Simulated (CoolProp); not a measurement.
Vapour-liquid equilibrium of R143a (1) + fluoroethane (R161) (2) at 0.653 bar; x and y are mole fractions of (1).

Values from CoolProp's multi-fluid Helmholtz-energy mixture model, Lemmon and Jacobsen 2000 and Wu 2012; pair parameters Bell 2016.

```
x      bubble temperature (K)  y at the bubble point  dew temperature at overall composition x (K)  liquid density (mol/L)
-----  ----------------------  ---------------------  --------------------------------------------  ----------------------
0.05                    225.8                  0.082                                         226.0                     [?]
0.125                   224.8                  0.193                                           [?]                   16.84
0.2                     223.9                  0.293                                         224.7                   16.58
0.275                   223.1                  0.383                                         224.0                   16.33
0.35                    222.3                  0.466                                         223.4                     [?]
0.425                   221.6                    [?]                                         222.7                   15.84
0.5                     220.9                  0.613                                         222.0                   15.61
0.575                   220.2                  0.680                                         221.3                   15.37
0.65                    219.6                    [?]                                         220.5                     [?]
0.725                   219.0                  0.803                                         219.8                   14.93
0.8                     218.5                  0.860                                         219.1                   14.71
0.875                     [?]                  0.914                                         218.3                   14.50
0.95                    217.4                  0.966                                         217.6                   14.30
```

### Question
Complete the blanks.

### Answer

- 0.05, liquid density (mol/L): 17.10
- 0.125, dew temperature at overall composition x (K): 225.4
- 0.35, liquid density (mol/L): 16.08
- 0.425, y at the bubble point: 0.542
- 0.65, y at the bubble point: 0.743
- 0.65, liquid density (mol/L): 15.15
- 0.875, bubble temperature (K): 217.9

No azeotrope shows between x = 0.05 and 0.95.

Pair parameters are fitted to limited data, so mixtures are less certain than the pure fluids.
